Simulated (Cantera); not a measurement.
## Reactions in the system H-N-O-Zr

Source: NASA polynomial tables (part measured, part estimated), evaluated in Cantera. Values are per mole of reaction as written; species without (g) are pure solids or liquids, kept so even where they would boil at 1 bar.

3 ZrO2(g) + 2 NH3(g) ⇌ 2 N(g) + 3 Zr + 6 OH(g)

```tsv
T (K)	ΔH° (kJ)	ΔS° (J/K)	ΔG° (kJ)	log10 K	condensed phases
1600	2197.6	412.3	1537.9	-50.21	Zr(β)
1700	2200.4	414.0	1496.6	-45.98	Zr(β)
1800	2203.3	415.7	1455.1	-42.22	Zr(β)
1900	2206.5	417.4	1413.4	-38.86	Zr(β)
2000	2209.9	419.1	1371.6	-35.82	Zr(β)
2100	2213.6	421.0	1329.6	-33.07	Zr(β)
2200	2281.7	453.0	1285.2	-30.51	Zr(l)
```
